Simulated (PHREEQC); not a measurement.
A solution holds 0.0026 mol HF, 0.00018 mol (NH4)2SiF6, 0.00018 mol HBF4 and 0.021 mol H2SO4 per kg of water, at 25 °C. Closed to the air; pH follows from the charge balance.

All values are PHREEQC results (ion-association model, phreeqc.dat), not measurements.

Task: The ionic strength comes out as 0.0384 mol/kgw. What activity coefficients do NH4SO4-, H+, F-, NH4+, SiF6-2 get?

Result: NH4SO4- 0.84, H+ 0.86, F- 0.83, NH4+ 0.82, SiF6-2 0.50.

Precipitation was switched off in this run. Species that the database lacks are ignored. SiF6-2 is the database's only silicon fluoride. Real BF4- forms and hydrolyses slowly; the run takes it at equilibrium.
